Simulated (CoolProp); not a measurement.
The fluid at 484.12 K and 0.1 MPa expands adiabatically to 0.0144 MPa with isentropic efficiency 0.8. The same conditions are run with several fluids, on thermodynamics alone (safety and materials aside).

The numbers come from the reference Helmholtz-energy equation of state of each fluid (n-pentane: Thol 2019; n-butane: Bücker 2006; n-hexane: Thol 2019; cyclopentane: Gedanitz 2015; chloromethane (R40): Thol 2014) in CoolProp.

```json
[
 {"fluid": "n-pentane", "work (kJ/kg)": "82.2", "final temperature (K)": "(withheld)", "final density (kg/m³)": "(withheld)"},
 {"fluid": "n-butane", "work (kJ/kg)": "101", "final temperature (K)": "441.7", "final density (kg/m³)": "0.228"},
 {"fluid": "n-hexane", "work (kJ/kg)": "(withheld)", "final temperature (K)": "454.8", "final density (kg/m³)": "(withheld)"},
 {"fluid": "cyclopentane", "work (kJ/kg)": "(withheld)", "final temperature (K)": "441.4", "final density (kg/m³)": "(withheld)"},
 {"fluid": "chloromethane (R40)", "work (kJ/kg)": "106", "final temperature (K)": "377.6", "final density (kg/m³)": "(withheld)"}
]
```

### Question
Fill in the missing entries.

### Answer

- n-pentane, final temperature (K): 449.2
- n-pentane, final density (kg/m³): 0.279
- n-hexane, work (kJ/kg): 69.2
- n-hexane, final density (kg/m³): 0.329
- cyclopentane, work (kJ/kg): 83.6
- cyclopentane, final density (kg/m³): 0.276
- chloromethane (R40), final density (kg/m³): 0.232
